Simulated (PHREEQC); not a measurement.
Dissolve 0.043 mol KF per kg of water at 25 °C. Closed to the air; pH follows from the charge balance.

All values are PHREEQC results (ion-association model, phreeqc.dat), not measurements.

No solid was allowed to form.

Question: Estimate the pH, specific conductance.

Answer: pH 7.85; specific conductance 4850 µS/cm.

Complexes and solids missing from the database can't appear.
